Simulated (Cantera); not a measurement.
A closed system holds: 1 mol AlN, 51 mol HCl, 2.9 mol H2, at 1600 K and 68.3 Torr.

Method: chemical equilibrium by Gibbs-energy minimisation in Cantera with the NASA 1993 tables (ideal gas, pure condensed phases). Candidate condensed phases: Al, AlCl3, AlN, NH4Cl; 20 gas species. The tables' values for AlCl2 are old estimates; treat these amounts as uncertain. The numbers say what is thermodynamically allowed, not how fast it happens.

Base state: HCl 0.890, H2 0.0817, AlCl3 0.0184, N2 0.00927, Cl 0.000444, AlCl2 0.000117, H 5.15e-5 (mole fractions); condensed: gas only.

Problem. What changes in the equilibrium state with this change: HCl from 51 to 1.2 mol?

Solution. 
```json
[
 {"species": "H2", "before": "0.0817", "after": "0.796"},
 {"species": "HCl", "before": "0.890", "after": "0.0748"},
 {"species": "AlCl3", "before": "0.0184", "after": "0.0559"},
 {"species": "AlCl", "before": "4.04e-6", "after": "0.0169"},
 {"species": "AlCl2", "before": "0.000117", "after": "0.0131"},
 {"species": "N2", "before": "0.00927", "after": "0.0430"},
 {"species": "Cl", "before": "0.000444", "after": "1.19e-5"},
 {"species": "H", "before": "5.15e-5", "after": "0.000161"},
 {"species": "AlN(s), mol", "before": "0", "after": "0.639"}
]
```
